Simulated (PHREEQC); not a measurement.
1 kg of water holding 0.22 mol KOH meets 20 L of dry gas (H2S 1 by moles) at fixed total pressure, at 80 °C; fugacities by Peng-Robinson. The gases take part in no redox reaction, some water evaporates into the gas, and hydrates or a liquid gas phase aren't modelled. No solid was allowed to form.

Equilibrium calculation in PHREEQC: ion-association model, phreeqc.dat.

Q: Predict dissolved H2S (mol/kgw), pH at P (atm) = 2, 5, 7.5, 15.

A: 
| P (atm) | dissolved H2S (mol/kgw) | pH |
|---|---|---|
| 2 | 0.279 | 6.95 |
| 5 | 0.390 | 6.49 |
| 7.5 | 0.480 | 6.30 |
| 15 | 0.730 | 6.01 |

Away from 25 °C the constants follow the database's enthalpies or fits; those with neither stay at their 25 °C values.
